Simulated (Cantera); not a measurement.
Cantera run, input and output.

```python
import numpy as np
import cantera as ct

gas = ct.Solution("gri30.yaml")
gas.TPX = 773, 990000, {'CO': 1, 'H2': 0.96, 'O2': 0.817, 'N2': 4.9}
inlet = ct.Reservoir(gas, clone=True)
gas.equilibrate("HP")  # start burning
reactor = ct.IdealGasConstPressureReactor(gas, energy="on", clone=False)
exhaust = ct.Reservoir(gas, clone=True)
tau = [0.16, 0.045, 0.013, 0.0038, 0.0011, 0.00031, 8.9e-05, 2.6e-05, 7.4e-06][0]
for a, b in ((inlet, reactor), (reactor, exhaust)):
    ct.MassFlowController(a, b, mdot=lambda t: reactor.mass / tau)
net = ct.ReactorNet([reactor])
show = ['CO', 'H2', 'O2', 'HO2', 'N2O', 'H2O2']

rows = []
print(f"{'tau/s':>10s}{'T/K':>9s}" + "".join(f"{s:>11s}" for s in show))
for tau in [0.16, 0.045, 0.013, 0.0038, 0.0011, 0.00031, 8.9e-05, 2.6e-05, 7.4e-06]:
    net.initial_time = 0.0
    net.advance(30 * tau)
    before = gas.X
    net.advance(40 * tau)
    drift = np.max(np.abs(gas.X - before) / (gas.X + 1e-9))
    rows.append([gas.T, *gas[show].X, drift])
    print(f"{tau:10.3e}{gas.T:9.1f}" + "".join(f"{x:11.3e}" for x in gas[show].X))
```

Result:

```
     tau/s      T/K         CO         H2         O2        HO2        N2O       H2O2
 1.600e-01   2366.4  4.028e-02  8.593e-03  2.409e-04  1.290e-07  9.447e-08  3.389e-08
 4.500e-02   2364.8  4.038e-02  8.620e-03  3.036e-04  1.646e-07  1.024e-07  3.996e-08
 1.300e-02   2360.0  4.071e-02  8.705e-03  4.889e-04  2.833e-07  1.237e-07  5.779e-08
 3.800e-03   2348.5  4.152e-02  8.927e-03  9.651e-04  6.547e-07  1.688e-07  1.015e-07
 1.100e-03   2324.2  4.333e-02  9.437e-03  2.041e-03  1.713e-06  2.415e-07  1.890e-07
 3.100e-04   2277.5  4.687e-02  1.047e-02  4.192e-03  4.473e-06  3.327e-07  3.399e-07
 8.900e-05   2198.9  5.261e-02  1.219e-02  7.791e-03  1.091e-05  4.139e-07  5.750e-07
 2.600e-05   2078.8  6.103e-02  1.459e-02  1.322e-02  2.521e-05  4.636e-07  9.746e-07
 7.400e-06   1893.8  7.550e-02  1.771e-02  2.246e-02  6.052e-05  4.797e-07  1.950e-06
```

Model: GRI-Mech 3.0 (53 species, 325 reactions), integrated in Cantera. The hydrogen kinetics of GRI-Mech 3.0 are dated; newer H2 mechanisms differ, most at raised pressure.
